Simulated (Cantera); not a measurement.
## Sublimation and decomposition of ceramics: Si3N4 + Si + N2

A closed system holds: 1 mol Si3N4, 0.0082 mol Si, 0.048 mol N2, equilibrated at 1675 K and 17.0 Pa.

Cantera equilibrium calculation (NASA polynomials, part measured and part estimated; ideal gas, pure solids and liquids). Candidate condensed phases: Si, Si3N4; 7 gas species. The tables' values for SiN are old estimates; treat these amounts as uncertain. Equilibrium is a limit: real reactors are often held back by kinetics, nucleation or transport.

```json
{
 "x(N2)": "0.997",
 "x(Si)": "0.00255",
 "x(Si2N)": "3.95e-5",
 "x(SiN)": "2.19e-5",
 "x(Si2)": "9.94e-6",
 "x(Si3)": "2.46e-6",
 "n(Si(s))": "3.00 mol",
 "gas_amount": "2.053 mol"
}
```
